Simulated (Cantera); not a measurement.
## Adiabatic ignition

An adiabatic, constant-volume homogeneous reactor starts with CH3OH : O2 : N2 = 1 : 1.69 : 6.34 (molar parts), at 1500 K and 4.00 bar.

Detailed kinetics in Cantera: GRI-Mech 3.0 (53 species, 325 reactions). GRI-Mech 3.0 was tuned for natural gas; its chemistry of methanol as a main component is partial and can be far from experiment.

| t (s) | T (K) | P (bar) | x CH3OH | x O2 | x C2H4 | x C2H | x H2O2 | x H |
|---|---|---|---|---|---|---|---|---|
| 7.00e-6 | 1500 | 4.00 | 0.110 | 0.187 | 9.58e-9 | <1e-12 | 3.36e-6 | 2.11e-7 |
| 1.39e-5 | 1500 | 4.00 | 0.110 | 0.187 | 2.23e-8 | <1e-12 | 1.78e-5 | 3.59e-7 |
| 2.75e-5 | 1504 | 4.02 | 0.108 | 0.186 | 3.88e-8 | <1e-12 | 8.78e-5 | 9.92e-7 |
| 5.44e-5 | 1584 | 4.31 | 0.0838 | 0.171 | 9.88e-8 | <1e-12 | 0.000957 | 1.58e-5 |
| 0.000108 | 2978 | 8.72 | <1e-12 | 0.0338 | <1e-12 | <1e-12 | 1.58e-6 | 0.00583 |
| 0.000213 | 2968 | 8.69 | <1e-12 | 0.0311 | <1e-12 | <1e-12 | 1.49e-6 | 0.00569 |
| 0.000422 | 2962 | 8.67 | <1e-12 | 0.0296 | <1e-12 | <1e-12 | 1.44e-6 | 0.00561 |
| 0.000837 | 2962 | 8.66 | <1e-12 | 0.0294 | <1e-12 | <1e-12 | 1.44e-6 | 0.00560 |
| 0.00166 | 2962 | 8.66 | <1e-12 | 0.0294 | <1e-12 | <1e-12 | 1.44e-6 | 0.00560 |
| 0.00328 | 2962 | 8.66 | <1e-12 | 0.0294 | <1e-12 | <1e-12 | 1.44e-6 | 0.00560 |
| 0.00650 | 2962 | 8.66 | <1e-12 | 0.0294 | <1e-12 | <1e-12 | 1.44e-6 | 0.00560 |
| 0.0129 | 2962 | 8.66 | <1e-12 | 0.0294 | <1e-12 | <1e-12 | 1.44e-6 | 0.00560 |
| 0.0255 | 2962 | 8.66 | <1e-12 | 0.0294 | <1e-12 | <1e-12 | 1.44e-6 | 0.00560 |
| 0.0505 | 2962 | 8.66 | <1e-12 | 0.0294 | <1e-12 | <1e-12 | 1.44e-6 | 0.00560 |
| 0.100 | 2962 | 8.66 | <1e-12 | 0.0294 | <1e-12 | <1e-12 | 1.44e-6 | 0.00560 |
x: mole fraction; the columns are a selection and need not sum to one.

- time of steepest temperature rise = 62.5 µs
- temperature at 0.100 s = 2962 K
- equilibrium temperature = 2962 K
- x(CH3OH) at 0.100 s = <1e-12 (gas-phase equilibrium <1e-12)
- x(O2) at 0.100 s = 0.0294 (gas-phase equilibrium 0.0294)
- x(C2H4) at 0.100 s = <1e-12 (gas-phase equilibrium <1e-12)
